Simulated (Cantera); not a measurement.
## NO annealing gas

An isothermal, constant-pressure homogeneous reactor starts with 23.8 % NO, 76.2 % N₂, at 2000 K and 1.00 bar.

Model: GRI-Mech 3.0 (53 species, 325 reactions), integrated in Cantera.

```json
[
 {"t (s)": "0.000800", "x NO": "0.238", "x O": "3.03e-5", "x O₂": "1.22e-5", "x N₂": "0.762", "x NO₂": "3.60e-5"},
 {"t (s)": "0.00378", "x NO": "0.237", "x O": "4.67e-5", "x O₂": "0.000232", "x N₂": "0.762", "x NO₂": "5.77e-5"},
 {"t (s)": "0.0179", "x NO": "0.235", "x O": "5.19e-5", "x O₂": "0.00138", "x N₂": "0.763", "x NO₂": "6.40e-5"},
 {"t (s)": "0.0846", "x NO": "0.224", "x O": "7.15e-5", "x O₂": "0.00683", "x N₂": "0.769", "x NO₂": "8.58e-5"},
 {"t (s)": "0.400", "x NO": "0.177", "x O": "0.000125", "x O₂": "0.0306", "x N₂": "0.793", "x NO₂": "0.000121"},
 {"t (s)": "1.89", "x NO": "0.0609", "x O": "0.000202", "x O₂": "0.0884", "x N₂": "0.850", "x NO₂": "6.83e-5"},
 {"t (s)": "8.94", "x NO": "0.00743", "x O": "0.000228", "x O₂": "0.115", "x N₂": "0.877", "x NO₂": "9.48e-6"},
 {"t (s)": "42.3", "x NO": "0.00603", "x O": "0.000229", "x O₂": "0.116", "x N₂": "0.878", "x NO₂": "7.71e-6"},
 {"t (s)": "200", "x NO": "0.00603", "x O": "0.000229", "x O₂": "0.116", "x N₂": "0.878", "x NO₂": "7.71e-6"}
]
```
x: mole fraction; the columns are a selection and need not sum to one.

Equilibrium at this temperature and pressure: NO 0.00603, O 0.000229, O₂ 0.116, N₂ 0.878, NO₂ 7.71e-6 (gas phase only).
